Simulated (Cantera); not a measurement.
Cantera run, input and output.

```python
import numpy as np
import cantera as ct

gas = ct.Solution("gri30.yaml")


def delay(T, t_max=10):
    gas.TPX = T, 210000, {'CH4': 1, 'H2': 0.43, 'O2': 1.48, 'N2': 5.55}
    reactor = ct.IdealGasReactor(gas, clone=False)
    net = ct.ReactorNet([reactor])
    net.rtol, net.atol = 1e-8, 1e-16
    while net.time < t_max:
        t_old, T_old = net.time, reactor.T
        net.step()
        if reactor.T > T + 400:  # ignition: a rise of 400 K
            return t_old + (T + 400 - T_old) / (reactor.T - T_old) * (net.time - t_old)
    return np.nan


taus = []
for T in [1200, 1300, 1400, 1500, 1600, 1700, 1800, 1900, 2000, 2100]:
    taus.append(delay(T))
    print(f"T0 = {T:6g} K   tau = {taus[-1]:.4e} s")
```

It prints:

```
T0 =   1200 K   tau = 1.8000e-03 s
T0 =   1300 K   tau = 7.8248e-04 s
T0 =   1400 K   tau = 3.5484e-04 s
T0 =   1500 K   tau = 1.7103e-04 s
T0 =   1600 K   tau = 8.8755e-05 s
T0 =   1700 K   tau = 4.9482e-05 s
T0 =   1800 K   tau = 2.9294e-05 s
T0 =   1900 K   tau = 1.8213e-05 s
T0 =   2000 K   tau = 1.1808e-05 s
T0 =   2100 K   tau = 7.9498e-06 s
```

Computed with Cantera and GRI-Mech 3.0 (53 species, 325 reactions).
